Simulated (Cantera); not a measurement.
What does this Cantera script print?

```python
import numpy as np
import cantera as ct

gas = ct.Solution("h2o2.yaml")
gas.TPX = 1125, 2100, {'H2': 0.49, 'O2': 1}
reactor = ct.IdealGasConstPressureReactor(gas, energy="off", clone=False)
net = ct.ReactorNet([reactor])
net.rtol, net.atol = 1e-08, 1e-18
show = ['H2', 'O2', 'HO2', 'O', 'H2O2', 'H2O']
times = np.geomspace(2e-05, 10, 10)

steps = ct.SolutionArray(gas, extra=["t"])
rows = []
print(f"{'t/s':>10s}{'T/K':>9s}{'P/Pa':>11s}" + "".join(f"{s:>11s}" for s in show))
for t in times:
    while net.time < t:
        t_next = net.step()
        steps.append(gas.state, t=t_next)
    rows.append([np.interp(t, steps.t, y) for y in (steps.T, steps.P, *steps(*show).X.T)])
    print(f"{t:10.3e}{rows[-1][0]:9.1f}{rows[-1][1]:11.4g}" + "".join(f"{x:11.3e}" for x in rows[-1][2:]))
rate = np.gradient(steps.T, steps.t)
print("integrator steps:", len(steps.t))
if steps.T.max() > steps.T[0] + 200:
    print(f"time of steepest temperature rise: {steps.t[rate.argmax()]:.4e} s")
gas.TPX = 1125, 2100, {'H2': 0.49, 'O2': 1}
gas.equilibrate("TP")
print(f"equilibrium (TP): T = {gas.T:.1f} K  " + "  ".join(f"{s} {gas[s].X[0]:.3e}" for s in show))
```

Output:

```
       t/s      T/K       P/Pa         H2         O2        HO2          O       H2O2        H2O
 2.000e-05   1125.0       2100  3.289e-01  6.711e-01  1.406e-09  1.949e-10  2.940e-13  1.419e-10
 8.595e-05   1125.0       2100  3.289e-01  6.711e-01  6.079e-09  3.073e-09  5.442e-12  6.770e-09
 3.694e-04   1125.0       2100  3.289e-01  6.711e-01  4.313e-08  7.675e-07  1.187e-10  2.876e-06
 1.587e-03   1125.0       2100  2.167e-02  5.315e-01  1.908e-05  6.279e-02  6.535e-07  2.536e-01
 6.822e-03   1125.0       2100  4.443e-03  5.952e-01  2.301e-05  1.060e-02  1.388e-06  3.769e-01
 2.932e-02   1125.0       2100  1.345e-04  6.059e-01  4.895e-06  3.060e-04  5.857e-07  3.929e-01
 1.260e-01   1125.0       2100  7.891e-06  6.063e-01  4.905e-07  2.034e-05  1.316e-07  3.934e-01
 5.415e-01   1125.0       2100  9.756e-07  6.064e-01  7.457e-08  2.763e-06  3.194e-08  3.935e-01
 2.327e+00   1125.0       2100  1.710e-07  6.064e-01  1.608e-08  5.062e-07  7.875e-09  3.936e-01
 1.000e+01   1125.0       2100  3.576e-08  6.064e-01  7.287e-09  1.079e-07  1.963e-09  3.936e-01
integrator steps: 2071
equilibrium (TP): T = 1125.0 K  H2 8.462e-09  O2 6.064e-01  HO2 9.217e-09  O 2.496e-08  H2O2 5.203e-10  H2O 3.936e-01
```

Cantera simulation using the H2/O2 subset of GRI-Mech 3.0, which has no nitrogen chemistry; the numbers are that mechanism's predictions, not measurements. Radical loss at walls, strong at low pressure, is not modelled. The temperature is held fixed by assumption; the heat of reaction is taken as removed at once.
